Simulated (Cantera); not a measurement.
A freely propagating, adiabatic, planar premixed flame of CH₄ : C₂H₆ : C₃H₈ : O₂ : N₂ = 1 : 0.76 : 0.13 : 7.93 : 29.8 (molar parts), equivalence ratio 0.67, unburnt at 550 K and 13300 Pa; mixture-averaged transport, grid criteria slope 0.08 and curve 0.16, no radiation.

Model: GRI-Mech 3.0 (53 species, 325 reactions), integrated in Cantera. Burning velocities carry a grid error of a few per cent, more on coarse grids.

Problem. Predict: laminar burning velocity; thermal thickness; peak x(C₂H₄); peak x(OH); peak x(C₂H₂).

Solution. 
```
Quantity                    Result
------------------------  --------
laminar burning velocity  113 cm/s
thermal thickness          2.28 mm
peak x(C₂H₄)               0.00233
peak x(OH)                 0.00770
peak x(C₂H₂)              0.000133
```
